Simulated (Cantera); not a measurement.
An isothermal, constant-pressure homogeneous reactor starts with NO : N2 = 1 : 0.58 (molar parts), at 2075 K and 65000 Pa.

Detailed kinetics in Cantera: GRI-Mech 3.0 (53 species, 325 reactions).

x: mole fraction; the columns are a selection and need not sum to one.

```
t (s)           x NO        x O2       x NO2       x N2O         x O
--------  ----------  ----------  ----------  ----------  ----------
0.000900       0.632    0.000286    0.000167    0.000175    0.000167
0.00216        0.630     0.00108    0.000183    0.000189    0.000181
0.00520        0.626     0.00306    0.000195    0.000187    0.000193
0.0125         0.617     0.00781    0.000220    0.000180    0.000217
0.0300         0.594      0.0192    0.000267    0.000164    0.000266
0.0721    (withheld)  (withheld)  (withheld)  (withheld)  (withheld)
0.173          0.427       0.102    0.000374     8.02e-5    0.000490
0.416          0.246       0.193    0.000291     2.57e-5    0.000650
0.999         0.0820       0.275    0.000115     3.10e-6    0.000766
2.40          0.0209       0.305     3.10e-5     5.67e-7    0.000804
5.77          0.0110       0.310     1.65e-5     4.46e-7    0.000810
13.9          0.0106       0.311     1.58e-5     4.43e-7    0.000810
33.3          0.0106       0.311     1.58e-5     4.43e-7    0.000810
80.0          0.0106       0.311     1.58e-5     4.43e-7    0.000810
```

Fill in the missing entries.


- 0.0721, x NO: 0.540
- 0.0721, x O2: 0.0459
- 0.0721, x NO2: 0.000334
- 0.0721, x N2O: 0.000133
- 0.0721, x O: 0.000354
